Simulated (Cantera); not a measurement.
Cantera run:

```python
import numpy as np
import cantera as ct

gas_names = """
    H HNO HNO2 HNO3 HO2 H2 H2O H2O2 N NH NH2 NH3 NH2OH NO NO2 NO3 N2 N2H2 N2H4 N2O O OH O2 O3 Si SiH
    SiH2 SiH3 SiH4 SiN SiO SiO2 Si2 Si2N Si3
""".split()
cond_names = """
    H2O(s) H2O(L) Si(cr) Si(L) SiO2(Lqz) SiO2(hqz) SiO2(L) Si2N2O(s) Si3N4(a)
""".split()


# ... load() reads the species with a 1 bar reference pressure and builds the phases ...
atoms = {
    'Si2H6': {'Si': 2, 'H': 6},
    'NO': {'N': 1, 'O': 1},
    'N2': {'N': 2},
}
top_T = {'Si2N2O(s)': 2100, 'Si3N4(a)': 2400}  # K; cautious upper limits of use, not melting points


# ... equilibrate(T, P, feed) seeds the gas with the atoms and calls Mixture.equilibrate('TP', solver="vcs", rtol=1e-11, max_steps=5000) ...
results = []
feed = {'Si2H6': 1, 'NO': 0.6, 'N2': 5.7}  # mol
T = 823  # K
P = 18  # Pa
mix = equilibrate(T, P, feed)
results.append((T, P, feed, dict(zip(mix.species_names, mix.species_moles))))
x = sorted(zip(gas.X, gas.species_names), reverse=True)
print(f"T = {T:g} K  P = {P:g} Pa  gas = {mix.phase_moles(0):.4g} mol")
print("   x: " + "  ".join(f"{s} {v:.3e}" for v, s in x if v > 0.001))
print("   condensed (mol): " + ("  ".join(f"{mix.phase(i).name} {mix.phase_moles(i):.4g}"
      for i in range(1, mix.n_phases) if mix.phase_moles(i) > 1e-12) or "none"))
```

It prints:

```
T = 823 K  P = 18 Pa  gas = 7.867 mol
   x: N2 6.186e-01  H2 3.814e-01
   condensed (mol): Si2N2O(s) 0.6  Si3N4(a) 0.2667
```

Equilibrium computed with Cantera from the NASA thermochemical tables; the gas is ideal and each condensed phase is pure. The feed counts by its element totals alone.
